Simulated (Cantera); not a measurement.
An isothermal, constant-pressure homogeneous reactor starts with 53.8 % CH4, 22.6 % H2O, 23.7 % H2, at 1348 K and 2100 Torr.

Detailed kinetics in Cantera: GRI-Mech 3.0 (53 species, 325 reactions). GRI-Mech 3.0 stops at C3 and has no aromatics, soot or wall deposition, so with more carbon than oxygen in the feed, carbon stays in small species such as C2H2 where larger ones or solid carbon would form.

Task: Predict: x(CH4) at 8.00 s; x(H2O) at 8.00 s; x(H2) at 8.00 s; x(CH2CO) at 8.00 s; x(CH2O) at 8.00 s.

Result: 
* **x(CH4) at 8.00 s**: 0.405 (gas-phase equilibrium 0.208)
* **x(H2O) at 8.00 s**: 0.209 (gas-phase equilibrium 4.94e-5)
* **x(H2) at 8.00 s**: 0.338 (gas-phase equilibrium 0.634)
* **x(CH2CO) at 8.00 s**: 2.05e-6 (gas-phase equilibrium 2.46e-7)
* **x(CH2O) at 8.00 s**: 1.18e-7 (gas-phase equilibrium 1.27e-7)
